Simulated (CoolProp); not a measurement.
Aqueous calcium chloride as a coolant, 24 % by mass, freezing at -26.4 °C, 1 atm.

The numbers come from the Melinder's fits for secondary coolants in CoolProp.

| T (°C) | viscosity (mPa s) | conductivity (W/(m K)) | cp (kJ/(kg K)) | density (kg/m³) |
|---|---|---|---|---|
| -24.9 | 9.06 | 0.505 | 2.816 | 1234 |
| -20 | ___ | 0.512 | 2.834 | 1233 |
| -15.2 | 6.26 | 0.519 | ___ | 1231 |
| -10.3 | 5.29 | 0.526 | 2.869 | 1229 |
| -5.5 | 4.54 | 0.533 | 2.885 | 1228 |
| -0.6 | 3.93 | 0.540 | ___ | 1226 |
| 4.3 | ___ | 0.547 | 2.915 | 1225 |
| 9.1 | 3.04 | 0.554 | 2.929 | 1223 |
| 14 | 2.70 | ___ | 2.942 | 1222 |
| 18.9 | 2.42 | 0.568 | 2.955 | ___ |
| 23.7 | 2.18 | 0.574 | 2.967 | 1217 |
| 28.6 | 1.98 | 0.581 | 2.978 | 1215 |
| 33.4 | 1.81 | 0.588 | 2.989 | 1212 |

Fill in the missing entries.


- -20, viscosity (mPa s): 7.46
- -15.2, cp (kJ/(kg K)): 2.852
- -0.6, cp (kJ/(kg K)): 2.900
- 4.3, viscosity (mPa s): 3.44
- 14, conductivity (W/(m K)): 0.561
- 18.9, density (kg/m³): 1220
